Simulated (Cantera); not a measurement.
Mixture: H2 : O2 : N2 = 1 : 0.357 : 1.34 (molar parts), equivalence ratio 1.4, at 3750 Torr, adiabatic and at constant volume. Ignition delay is the time to a rise of 400 K.

Cantera simulation using GRI-Mech 3.0 (53 species, 325 reactions); the numbers are that mechanism's predictions, not measurements. The hydrogen kinetics of GRI-Mech 3.0 are dated; newer H2 mechanisms differ, most at raised pressure. Below about 950 K walls govern HO2 and H2O2 in real vessels.

Task: What does this change do: N2 1.34 to 2.8 parts?

Result: 
```json
[
 {"quantity": "delay at 900 K", "before": "0.133 s", "after": "0.188 s"},
 {"quantity": "delay at 950 K", "before": "33.3 ms", "after": "46.7 ms"},
 {"quantity": "delay at 1000 K", "before": "8.86 ms", "after": "12.2 ms"},
 {"quantity": "delay at 1050 K", "before": "2.28 ms", "after": "3.03 ms"},
 {"quantity": "delay at 1100 K", "before": "0.453 ms", "after": "0.555 ms"},
 {"quantity": "delay at 1150 K", "before": "49.8 µs", "after": "63.6 µs"},
 {"quantity": "apparent activation energy between 1050 and 1150 K", "before": "380 kJ/mol", "after": "390 kJ/mol"}
]
```
